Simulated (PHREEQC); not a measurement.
Consider water at 25 °C with 0.0036 mol HF, 0.0067 mol (NH4)2SiF6, 0.013 mol HBF4 and 0.05 mol HCl per kg of water. Closed to the air; pH follows from the charge balance.

Model: ion-association model, phreeqc.dat, run in PHREEQC.

Each row changes one thing in this solution. Precipitation was switched off in this run.

| case | pH | ionic strength (mol/kgw) | BF4- (mol/kgw) | HF (mol/kgw) | H3BO3 (mol/kgw) | BF3OH- (mol/kgw) |
|---|---|---|---|---|---|---|
| as made | 1.29 | 0.0818 | 0.0112 | 0.00957 | 0.00131 | 0.000422 |
| (NH4)2SiF6 from 0.0067 to 0.00737 mol/kgw | 1.29 | 0.0838 | 0.0112 | 0.00957 | 0.00130 | 0.000422 |
| temperature from 25 to 60 °C | 1.31 | 0.0783 | 0.0105 | 0.0179 | 0.00191 | 0.000432 |
| diluted 5-fold with water | 1.97 | 0.0158 | 0.00155 | 0.00456 | 0.000884 | [?] |
| temperature from 25 to 65 °C | 1.32 | 0.0773 | 0.0105 | 0.0199 | 0.00194 | 0.000432 |
| (NH4)2SiF6 from 0.0067 to 0.0335 mol/kgw | 1.30 | 0.162 | 0.0114 | 0.00957 | 0.00111 | 0.000421 |
| HF replaced by Na2SiF6 at the same molality | 1.30 | 0.0918 | 0.0107 | 0.00863 | 0.00182 | 0.000445 |
| (NH4)2SiF6 left out | [?] | 0.0618 | [?] | 0.00954 | 0.00139 | 0.000422 |

### Question
Complete the blanks.

### Answer

- diluted 5-fold with water, BF3OH- (mol/kgw): 0.000125
- (NH4)2SiF6 left out, pH: 1.28
- (NH4)2SiF6 left out, BF4- (mol/kgw): 0.0111

Some of these states are supersaturated (in Quartz (slow to form), Chalcedony (slow to form), for instance). Away from 25 °C the constants follow the database's enthalpies or fits; those with neither stay at their 25 °C values. SiF6-2 is the database's only silicon fluoride. Real BF4- forms and hydrolyses slowly; the run takes it at equilibrium.
